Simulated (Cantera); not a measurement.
# Silicon epitaxy and polysilicon growth: Si₃H₈ + Cl₂ + H₂

Feed: 1 mol Si₃H₈, 0.51 mol Cl₂, 62 mol H₂, held at 1 atm.

Method: chemical equilibrium by Gibbs-energy minimisation in Cantera with the NASA 1993 tables (ideal gas, pure condensed phases). Candidate condensed phases: Si; 19 gas species. The feed counts by its element totals alone. The tables' values for SiCl₃ are old estimates; treat these amounts as uncertain. Gases not in the tables: Si₂H₆ and higher silanes. Rates play no part.

```csv
T (°C),log p H₂,log p HCl,log p SiHCl₃,log p SiCl₄,n Si(s),n Si(l)
552,0.00,-3.16,-2.57,-2.82,2.70,0
652,0.00,-2.68,-2.62,-2.87,2.73,0
752,0.00,-2.32,-2.72,-2.98,2.78,0
852,0.00,-2.07,-2.93,-3.24,2.85,0
952,0.00,-1.92,-3.30,-3.72,2.91,0
1052,0.00,-1.87,-3.82,-4.39,2.94,0
1152,0.00,-1.85,-4.36,-5.10,2.95,0
1252,0.00,-1.85,-4.86,-5.76,2.95,0
1352,0.00,-1.85,-5.30,-6.34,2.95,0
1452,0.00,-1.85,-5.72,-6.88,0,2.95
```
log p: log10 of the partial pressure in bar; n: condensed amount in mol.

From 552 °C to 1352 °C the condensed part is Si(s). At 1452 °C the condensed part is Si(l). The main Si-bearing gas is SiHCl₃ at 552 °C and SiCl₂ at 1452 °C.
